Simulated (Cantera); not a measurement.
What does this Cantera script print?

```python
import numpy as np
import cantera as ct

gas = ct.Solution("gri30.yaml")
gas.TPX = 1400, 100000, {'CH4': 1, 'H2': 0.28, 'O2': 5.35, 'N2': 20.1}
reactor = ct.IdealGasConstPressureReactor(gas, energy="on", clone=False)
net = ct.ReactorNet([reactor])
net.rtol, net.atol = 1e-08, 1e-16
show = ['CH4', 'H2', 'O2', 'C2H4', 'CO2', 'NO2']
times = np.geomspace(2e-06, 0.4, 16)

steps = ct.SolutionArray(gas, extra=["t"])
rows = []
print(f"{'t/s':>10s}{'T/K':>9s}{'P/Pa':>11s}" + "".join(f"{s:>11s}" for s in show))
for t in times:
    while net.time < t:
        t_next = net.step()
        steps.append(gas.state, t=t_next)
    rows.append([np.interp(t, steps.t, y) for y in (steps.T, steps.P, *steps(*show).X.T)])
    print(f"{t:10.3e}{rows[-1][0]:9.1f}{rows[-1][1]:11.4g}" + "".join(f"{x:11.3e}" for x in rows[-1][2:]))
rate = np.gradient(steps.T, steps.t)
print("integrator steps:", len(steps.t))
if steps.T.max() > steps.T[0] + 200:
    print(f"time of steepest temperature rise: {steps.t[rate.argmax()]:.4e} s")
gas.TPX = 1400, 100000, {'CH4': 1, 'H2': 0.28, 'O2': 5.35, 'N2': 20.1}
gas.equilibrate("HP")
print(f"equilibrium (HP): T = {gas.T:.1f} K  " + "  ".join(f"{s} {gas[s].X[0]:.3e}" for s in show))
```

Output:

```
       t/s      T/K       P/Pa        CH4         H2         O2       C2H4        CO2        NO2
 2.000e-06   1400.0      1e+05  3.741e-02  1.048e-02  2.001e-01  2.735e-16  1.640e-15  1.086e-24
 4.513e-06   1400.0      1e+05  3.741e-02  1.048e-02  2.001e-01  8.015e-15  2.434e-14  3.203e-23
 1.018e-05   1400.0      1e+05  3.741e-02  1.048e-02  2.001e-01  2.102e-13  2.624e-13  6.933e-22
 2.297e-05   1400.0      1e+05  3.741e-02  1.048e-02  2.001e-01  4.495e-12  2.653e-12  1.263e-20
 5.184e-05   1400.0      1e+05  3.741e-02  1.047e-02  2.001e-01  9.897e-11  3.682e-11  2.474e-19
 1.170e-04   1400.0      1e+05  3.740e-02  1.047e-02  2.001e-01  3.870e-09  1.139e-09  7.031e-18
 2.639e-04   1400.3      1e+05  3.726e-02  1.043e-02  2.001e-01  8.739e-07  2.394e-07  6.134e-16
 5.954e-04   1496.6      1e+05  2.499e-02  1.175e-02  1.874e-01  8.765e-04  3.361e-04  1.870e-11
 1.344e-03   2216.5      1e+05 -6.526e-19  5.200e-04  1.190e-01  3.443e-30  3.617e-02  6.620e-08
 3.031e-03   2230.8      1e+05  3.087e-19  3.341e-04  1.193e-01 -1.018e-30  3.672e-02  1.454e-07
 6.840e-03   2230.5      1e+05  2.823e-21  3.329e-04  1.192e-01  1.488e-32  3.673e-02  2.998e-07
 1.543e-02   2229.7      1e+05  2.792e-21  3.317e-04  1.190e-01  1.459e-32  3.673e-02  6.415e-07
 3.482e-02   2228.2      1e+05  2.726e-21  3.291e-04  1.186e-01  1.399e-32  3.674e-02  1.377e-06
 7.857e-02   2225.0      1e+05  2.598e-21  3.240e-04  1.178e-01  1.283e-32  3.675e-02  2.848e-06
 1.773e-01   2219.8      1e+05  2.397e-21  3.158e-04  1.166e-01  1.110e-32  3.678e-02  5.258e-06
 4.000e-01   2214.5      1e+05  2.206e-21  3.076e-04  1.153e-01  9.560e-33  3.680e-02  7.701e-06
integrator steps: 1722
time of steepest temperature rise: 6.3808e-04 s
equilibrium (HP): T = 2212.4 K  CH4 3.355e-21  H2 3.044e-04  O2 1.148e-01  C2H4 1.176e-32  CO2 3.681e-02  NO2 8.684e-06
```

Computed with Cantera and GRI-Mech 3.0 (53 species, 325 reactions).
